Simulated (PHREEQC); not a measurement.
# Buffer (model solution)

A solution holds 0.095 mol/kgw KHCO3 and 0.00012 mol/kgw NaF, at 25 °C. Closed to the air; pH follows from the charge balance.

The numbers come from PHREEQC with the ion-association model, wateq4f.dat.

The pH comes out as 8.13, the ionic strength is 0.0963 mol/kgw and the total alkalinity is 95.0 meq/kg.

| species | molality | activity | log γ |
|---|---|---|---|
| K+ | 0.0950 | 0.0729 | -0.115 |
| HCO3- | 0.0926 | 0.0732 | -0.102 |
| CO2 | 0.00119 | 0.00122 | 0.010 |
| CO3-2 | 0.00119 | 0.000465 | -0.408 |
| F- | 0.000120 | 9.17e-5 | -0.117 |
| Na+ | 0.000115 | 9.05e-5 | -0.105 |
| NaHCO3 | 3.65e-6 | 3.73e-6 | 0.010 |
| OH- | 1.77e-6 | 1.35e-6 | -0.117 |
| NaCO3- | 9.91e-7 | 7.84e-7 | -0.102 |
| H+ | 8.93e-9 | 7.39e-9 | -0.083 |

This is a speciation only: nothing precipitates in the calculation.
